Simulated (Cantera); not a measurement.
What does this Cantera script print?

```python
import numpy as np
import cantera as ct

gas = ct.Solution("gri30.yaml")


def delay(T, t_max=10):
    gas.TPX = T, 500000, {'CO': 1, 'H2': 0.072, 'CH4': 0.056, 'O2': 0.405, 'N2': 1.52}
    reactor = ct.IdealGasReactor(gas, clone=False)
    net = ct.ReactorNet([reactor])
    net.rtol, net.atol = 1e-8, 1e-16
    while net.time < t_max:
        t_old, T_old = net.time, reactor.T
        net.step()
        if reactor.T > T + 400:  # ignition: a rise of 400 K
            return t_old + (T + 400 - T_old) / (reactor.T - T_old) * (net.time - t_old)
    return np.nan


taus = []
for T in [1200, 1300, 1400, 1500, 1600, 1700, 1800]:
    taus.append(delay(T))
    print(f"T0 = {T:6g} K   tau = {taus[-1]:.4e} s")
```

Result:

```
T0 =   1200 K   tau = 1.1695e-04 s
T0 =   1300 K   tau = 4.7929e-05 s
T0 =   1400 K   tau = 2.4479e-05 s
T0 =   1500 K   tau = 1.4673e-05 s
T0 =   1600 K   tau = 9.8257e-06 s
T0 =   1700 K   tau = 7.0813e-06 s
T0 =   1800 K   tau = 5.3837e-06 s
```

Computed with Cantera and GRI-Mech 3.0 (53 species, 325 reactions).
